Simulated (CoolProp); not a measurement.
Saturation properties of ethylene (Tc = 9.2 °C, pc = 50.42 bar, ω = 0.087).

The numbers come from the reference Helmholtz-energy equation of state, Smukala 2000 in CoolProp.

| T (°C) | p (bar) | enthalpy of vaporisation (kJ/kg) | liquid cp (kJ/(kg K)) | surface tension (mN/m) |
|---|---|---|---|---|
| -134.15 | 0.1082 | 523.4 | 2.409 | 21.6 |
| -129.75 | 0.1599 | 517.8 | 2.406 | ___ |
| -125.45 | 0.2284 | 512.2 | 2.404 | 20.1 |
| -121.05 | ___ | 506.3 | 2.404 | 19.3 |
| -116.65 | 0.4423 | 500.4 | 2.405 | 18.5 |
| -112.25 | 0.5970 | ___ | 2.407 | 17.8 |
| -107.95 | 0.7867 | 488.4 | 2.412 | 17.0 |
| -103.55 | 1.027 | 482.1 | 2.418 | ___ |
| -99.15 | 1.320 | 475.6 | 2.426 | 15.6 |
| -94.75 | ___ | 468.9 | ___ | 14.8 |
| -90.35 | 2.095 | 462.0 | 2.450 | 14.1 |

### Question
Fill in the missing entries.

### Answer

- -129.75, surface tension (mN/m): 20.8
- -121.05, p (bar): 0.3213
- -112.25, enthalpy of vaporisation (kJ/kg): 494.4
- -103.55, surface tension (mN/m): 16.3
- -94.75, p (bar): 1.673
- -94.75, liquid cp (kJ/(kg K)): 2.437

It boils at -103.8 °C under 1 atm.

Surface tension comes from a separate correlation (Mulero 2012).
